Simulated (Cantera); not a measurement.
Input: 1 mol B2H6, 180 mol H2, 1.1 mol O2, at 1998.15 K and 750 Torr.

Method: chemical equilibrium by Gibbs-energy minimisation in Cantera with the NASA 1993 tables (ideal gas, pure condensed phases). The feed counts by its element totals alone. The tables' values for BH2 are old estimates; treat these amounts as uncertain. The numbers say what is thermodynamically allowed, not how fast it happens.

| species | before | after |
|---|---|---|
| H2 | 0.988 | 0.989 |
| H2O | 0.000368 | 0.00425 |
| HBO | 0.00929 | 0.00291 |
| HBO2 | 0.000627 | 0.00226 |
| BH2 | 1.84e-5 | 4.99e-7 |
| B2O2 | 0.000239 | 2.33e-5 |
| BO | 0.000218 | 6.82e-5 |
| B2O3 | 0.000111 | 0.000125 |
| H | 0.00160 | 0.00160 |
Gas species are given as mole fractions.

Which change was made?
(A) B2H6 replaced by B
(B) pressure from 750 Torr to 0.360 Torr
(C) H2 from 180 to 3.7 mol
(D) temperature from 1998.15 K to 1475 K

A, B2H6 replaced by B
